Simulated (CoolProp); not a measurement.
R404A along the isobar 3 MPa: Z from the reference equation and from simpler models built on Tc = 72.1 °C, pc = 3.735 MPa, ω = 0.293; each cubic takes its own stable root.

The numbers come from the reference Helmholtz-energy equation of state, Lemmon 2003 in CoolProp. It is a pseudo-pure fit of the blend.

```tsv
T (°C)	phase	reference	Pitzer virial	van der Waals	Redlich-Kwong	Soave-Redlich-Kwong	Peng-Robinson
87.95	gas	0.6995	0.7613	0.7255	0.7071	0.7189	0.6937
105.35	gas	0.7611	0.7986	0.7683	0.7597	0.7783	0.7542
122.65	gas	0.8047	0.8291	0.8008	0.7982	0.8210	0.7981
140.05	gas	0.8381	0.8546	0.8267	0.8283	0.8540	0.8321
157.45	gas	0.8643	0.8760	0.8480	0.8524	0.8801	0.8592
174.75	gas	0.8854	0.8938	0.8656	0.8720	0.9011	0.8812
192.15	gas	0.9028	0.9091	0.8805	0.8885	0.9184	0.8994
209.45	gas	0.9172	0.9221	0.8933	0.9023	0.9328	0.9147
226.85	gas	0.9294	0.9333	0.9044	0.9141	0.9450	0.9277
```
